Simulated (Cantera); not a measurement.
What does this Cantera script print?

```python
import numpy as np
import cantera as ct

gas_names = """
    Mg MgO MgS Mg2 O O2 O3 S SO SO2 SO3 S2 S2O S8
""".split()
cond_names = """
    Mg(cr) Mg(L) MgO(s) MgO(L) MgS(s) MgSO4(s) MgSO4(L) S(cr1) S(cr2) S(L)
""".split()


# ... load() reads the species with a 1 bar reference pressure and builds the phases ...
atoms = {
    'MgO': {'Mg': 1, 'O': 1},
    'O2': {'O': 2},
    'SO2': {'S': 1, 'O': 2},
}
top_T = {'MgS(s)': 2250}  # K; cautious upper limits of use, not melting points


# ... equilibrate(T, P, feed) seeds the gas with the atoms and calls Mixture.equilibrate('TP', solver="vcs", rtol=1e-11, max_steps=5000) ...
results = []
feed = {'MgO': 1, 'O2': 0.2, 'SO2': 0.44}  # mol
T = 1850  # K
P = 13332.2  # Pa
mix = equilibrate(T, P, feed)
results.append((T, P, feed, dict(zip(mix.species_names, mix.species_moles))))
x = sorted(zip(gas.X, gas.species_names), reverse=True)
print(f"T = {T:g} K  P = {P:g} Pa  gas = {mix.phase_moles(0):.4g} mol")
print("   x: " + "  ".join(f"{s} {v:.3e}" for v, s in x if v > 1e-05))
print("   condensed (mol): " + ("  ".join(f"{mix.phase(i).name} {mix.phase_moles(i):.4g}"
      for i in range(1, mix.n_phases) if mix.phase_moles(i) > 1e-12) or "none"))
```

Output:

```
T = 1850 K  P = 13332.2 Pa  gas = 0.6397 mol
   x: SO2 6.864e-01  O2 3.119e-01  SO3 1.242e-03  O 2.950e-04  SO 1.149e-04
   condensed (mol): MgO(s) 1
```

Cantera equilibrium calculation (NASA polynomials, part measured and part estimated; ideal gas, pure solids and liquids).
